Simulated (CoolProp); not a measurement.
Computed with CoolProp (reference Helmholtz-energy equation of state, de Reuck 1990).

Question: Give the vapour pressure (MPa), liquid density (kg/m³), vapour density (kg/m³), liquid cp (kJ/(kg K)) of saturated fluorine at 87.4 K.

Answer: 
| T (K) | p (MPa) | liquid density (kg/m³) | vapour density (kg/m³) | liquid cp (kJ/(kg K)) |
|---|---|---|---|---|
| 87.4 | 0.132 | 1490 | 7.19 | 1.52 |
